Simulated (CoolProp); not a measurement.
Vapour-liquid equilibrium of benzene (1) + cyclohexane (2) at 0.601 MPa; x and y are mole fractions of (1).

Computed with CoolProp (multi-fluid Helmholtz-energy mixture model, Thol 2012 and Zhou 2014; pair parameters Bell 2016).

Problem. Give the bubble temperature and the first vapour's composition at x = 0.05, 0.15, 0.85. Is there an azeotrope?

Solution. x = 0.05: 426.5 K, y = 0.063; x = 0.15: 425.0 K, y = 0.179; x = 0.85: 423.0 K, y = 0.831. y crosses x between x = 0.55 and 0.65: the model has an azeotrope there.

The pair parameters rest on a limited set of measurements; away from them the model extrapolates.
